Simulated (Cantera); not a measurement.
A Cantera script and its output.

```python
import numpy as np
import cantera as ct

gas = ct.Solution("gri30.yaml", transport_model="multicomponent")
show = ['H', 'CO2', 'O']

rows = []
print(f"{'T/K':>7s}{'rho':>11s}{'cp':>10s}{'mu':>11s}{'lambda':>11s}{'Pr':>7s}" + "".join(f"{'D_' + s:>11s}" for s in show))
for T in [400, 600, 800, 1000, 1200, 1400, 1600]:
    gas.TPX = T, 13332, {'H2O': 0.79, 'O2': 0.91}
    Pr = gas.cp_mass * gas.viscosity / gas.thermal_conductivity
    D = [gas.mix_diff_coeffs_mole[gas.species_index(s)] for s in show]
    rows.append([gas.density, gas.cp_mass, gas.viscosity, gas.thermal_conductivity, Pr, *D])
    print(f"{T:7g}{gas.density:11.4e}{gas.cp_mass:10.1f}{gas.viscosity:11.4e}"
          f"{gas.thermal_conductivity:11.4e}{Pr:7.3f}" + "".join(f"{d:11.4e}" for d in D))
print("SI units: kg/m3, J/kg/K, Pa s, W/m/K, m2/s")
```

Result:

```
    T/K        rho        cp         mu     lambda     Pr        D_H      D_CO2        D_O
    400 1.0222e-01    1256.8 2.0300e-05 3.7203e-02  0.686 1.6645e-03 2.0811e-04 4.4627e-04
    600 6.8148e-02    1335.4 2.8657e-05 5.6842e-02  0.673 3.4489e-03 4.4055e-04 9.0723e-04
    800 5.1111e-02    1414.3 3.6281e-05 7.6589e-02  0.670 5.6985e-03 7.3712e-04 1.4843e-03
   1000 4.0889e-02    1484.8 4.3336e-05 9.6141e-02  0.669 8.3589e-03 1.0897e-03 2.1650e-03
   1200 3.4074e-02    1548.0 4.9935e-05 1.1550e-01  0.669 1.1394e-02 1.4930e-03 2.9409e-03
   1400 2.9206e-02    1604.0 5.6157e-05 1.3453e-01  0.670 1.4779e-02 1.9434e-03 3.8058e-03
   1600 2.5555e-02    1653.7 6.2059e-05 1.5319e-01  0.670 1.8493e-02 2.4379e-03 4.7550e-03
SI units: kg/m3, J/kg/K, Pa s, W/m/K, m2/s
```

Model: GRI-Mech 3.0 (53 species, 325 reactions), integrated in Cantera. Polar gases are described roughly by these parameters.
